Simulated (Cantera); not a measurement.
# Silicon carbide growth: (CH3)2SiCl2 + C2H2 + H2 + C2H4

Charge: 1 mol (CH3)2SiCl2, 0.006 mol C2H2, 1.7 mol H2, 0.42 mol C2H4, equilibrated at 1500 °C and 7.50 Torr.

Equilibrium computed with Cantera from the NASA thermochemical tables; the gas is ideal and each condensed phase is pure. Candidate condensed phases: C, C6H6, C7H8, C8H18, Si, SiC; 109 gas species. The feed counts by its element totals alone. The tables' values for SiCl3, SiCl are old estimates; treat these amounts as uncertain. Rates play no part.

```json
{
 "x(H2)": "0.701",
 "x(HCl)": "0.288",
 "x(SiCl2)": "0.00807",
 "x(H)": "0.00238",
 "x(Cl)": "0.000752",
 "x(SiCl3)": "0.000158",
 "x(C2H2 (acetylene))": "9.82e-5",
 "x(SiCl)": "1.59e-5",
 "x(SiCl4)": "5.24e-6",
 "n(C(graphite))": "1.90 mol",
 "n(SiC(s))": "0.946 mol",
 "gas_amount": "6.556 mol",
 "log10 activity of Si(l) (absent)": "-1.67"
}
```
